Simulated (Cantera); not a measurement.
A perfectly stirred reactor is fed with NH3 : N2 = 1 : 5.7 (molar parts), at 100000 Pa; it is held at 1875 K, and followed from long to short residence time.

Computed with Cantera and the gas-phase N/H chemistry of the illustrative SiF4/NH3 mechanism in the Surface Chemkin manual (1991). Walls and surfaces, which speed up NH3 decomposition in real reactors, are not modelled.

One state of this run: x NH3 = 0.00881; x N2H4 = 8.85e-10; x N2 = 0.808; x NH2 = 2.54e-5; x NH = 1.08e-6. x: mole fraction; the columns are a selection and need not sum to one.

Problem. Which value of τ (s) does it belong to?
A) 0.024
B) 0.33
C) 0.14
D) 4.6

Solution. D, 4.6
